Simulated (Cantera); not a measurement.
Input (Python, Cantera) and output of one run.

```python
import numpy as np
import cantera as ct

gas_names = """
    Br Br2 Mg MgBr MgBr2 MgO Mg2 O O2 O3
""".split()
cond_names = """
    Br2(cr) Br2(L) Mg(cr) Mg(L) MgBr2(s) MgBr2(L) MgO(s) MgO(L)
""".split()


# ... load() reads the species with a 1 bar reference pressure and builds the phases ...
atoms = {
    'MgO': {'Mg': 1, 'O': 1},
    'Br2': {'Br': 2},
}
top_T = {}  # K; cautious upper limits of use, not melting points


# ... equilibrate(T, P, feed) seeds the gas with the atoms and calls Mixture.equilibrate('TP', solver="vcs", rtol=1e-11, max_steps=5000) ...
results = []
feed = {'MgO': 1, 'Br2': 0.063}  # mol
P = 750000  # Pa
for T in [723, 823, 923, 1023, 1123, 1223, 1323, 1423, 1523, 1623, 1723]:
    mix = equilibrate(T, P, feed)
    results.append((T, P, feed, dict(zip(mix.species_names, mix.species_moles))))
    x = sorted(zip(gas.X, gas.species_names), reverse=True)
    print(f"T = {T:g} K  P = {P:g} Pa  gas = {mix.phase_moles(0):.4g} mol")
    print("   x: " + "  ".join(f"{s} {v:.3e}" for v, s in x if v > 0.001))
    print("   condensed (mol): " + ("  ".join(f"{mix.phase(i).name} {mix.phase_moles(i):.4g}"
          for i in range(1, mix.n_phases) if mix.phase_moles(i) > 1e-12) or "none"))
```

It prints:

```
T = 723 K  P = 750000 Pa  gas = 0.063 mol
   x: Br2 1.000e+00
   condensed (mol): MgO(s) 1
T = 823 K  P = 750000 Pa  gas = 0.06301 mol
   x: Br2 9.998e-01
   condensed (mol): MgO(s) 1
T = 923 K  P = 750000 Pa  gas = 0.06302 mol
   x: Br2 9.992e-01
   condensed (mol): MgO(s) 1
T = 1023 K  P = 750000 Pa  gas = 0.06309 mol
   x: Br2 9.973e-01  Br 2.725e-03
   condensed (mol): MgO(s) 1
T = 1123 K  P = 750000 Pa  gas = 0.06324 mol
   x: Br2 9.923e-01  Br 7.601e-03
   condensed (mol): MgO(s) 1
T = 1223 K  P = 750000 Pa  gas = 0.06358 mol
   x: Br2 9.814e-01  Br 1.791e-02
   condensed (mol): MgO(s) 1
T = 1323 K  P = 750000 Pa  gas = 0.06424 mol
   x: Br2 9.608e-01  Br 3.692e-02  MgBr2 1.537e-03
   condensed (mol): MgO(s) 0.9999
T = 1423 K  P = 750000 Pa  gas = 0.06538 mol
   x: Br2 9.250e-01  Br 6.823e-02  MgBr2 4.510e-03  O2 2.255e-03
   condensed (mol): MgO(s) 0.9997
T = 1523 K  P = 750000 Pa  gas = 0.06724 mol
   x: Br2 8.684e-01  Br 1.148e-01  MgBr2 1.122e-02  O2 5.608e-03
   condensed (mol): MgO(s) 0.9992
T = 1623 K  P = 750000 Pa  gas = 0.07006 mol
   x: Br2 7.864e-01  Br 1.774e-01  MgBr2 2.412e-02  O2 1.206e-02
   condensed (mol): MgO(s) 0.9983
T = 1723 K  P = 750000 Pa  gas = 0.07407 mol
   x: Br2 6.784e-01  Br 2.534e-01  MgBr2 4.545e-02  O2 2.272e-02
   condensed (mol): MgO(s) 0.9966
```

These are equilibrium values from Cantera (NASA tables, ideal gas, pure condensed phases), not measurements of a reactor.
